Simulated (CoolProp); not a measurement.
Vapour-liquid equilibrium of toluene (1) + ethylbenzene (2) at 1.9 MPa; x and y are mole fractions of (1).

Model: multi-fluid Helmholtz-energy mixture model, Lemmon 2006 and Zhou 2012; pair parameters Bell 2016, in CoolProp.

```
x      bubble temperature (K)  y at the bubble point  dew temperature at overall composition x (K)  liquid density (mol/L)
-----  ----------------------  ---------------------  --------------------------------------------  ----------------------
0.05                    564.3                  0.064                                         564.7                   5.296
0.125                   561.5                  0.157                                         562.4                   5.374
0.2                     558.8                  0.245                                         560.1                   5.453
0.275                   556.2                  0.330                                         557.9                   5.533
0.35                    553.6                  0.412                                           [?]                   5.613
0.425                   551.1                  0.491                                         553.2                   5.693
0.5                     548.6                  0.567                                         550.8                   5.775
0.575                   546.2                  0.641                                         548.4                   5.857
0.65                    543.7                  0.711                                         545.8                   5.940
0.725                     [?]                  0.779                                         543.2                   6.024
0.8                     538.7                    [?]                                         540.4                   6.108
0.875                   536.3                  0.905                                         537.5                   6.192
0.95                    533.8                  0.963                                         534.4                   6.275
```

Problem. Complete the blanks.

Solution. 
- 0.35, dew temperature at overall composition x (K): 555.5
- 0.725, bubble temperature (K): 541.2
- 0.8, y at the bubble point: 0.844

No azeotrope shows between x = 0.05 and 0.95.

The pair parameters rest on a limited set of measurements; away from them the model extrapolates.
